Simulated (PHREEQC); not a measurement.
0.5 mol of Fluorite (CaF2) is brought to equilibrium with 1 kg of water, at several temperatures. Oxygen alone is held at its pressure in air (log pO2 = -0.68). The system is closed to CO2. Only these solids could form: Fluorite.

Equilibrium calculation in PHREEQC: ion-association model, phreeqc.dat.

```csv
T (°C),pH,dissolved Ca (mol/kgw),dissolved F (mol/kgw)
10,7.33,0.000167,0.000333
18,…,0.000182,0.000364
26,…,0.000197,0.000393
34,6.97,0.000210,0.000421
42,…,0.000223,0.000446
50,6.79,0.000235,0.000470
58,6.71,0.000245,0.000490
66,6.64,0.000254,0.000508
74,…,0.000262,0.000524
82,…,0.000268,0.000537
90,6.49,0.000274,0.000547
```

Q: Complete the blanks.

A: 
- 18, pH: 7.20
- 26, pH: 7.08
- 42, pH: 6.87
- 74, pH: 6.59
- 82, pH: 6.54

Complexes and solids missing from the database can't appear. At this temperature some constants are extrapolated from 25 °C, and those without enthalpy data are left unchanged.
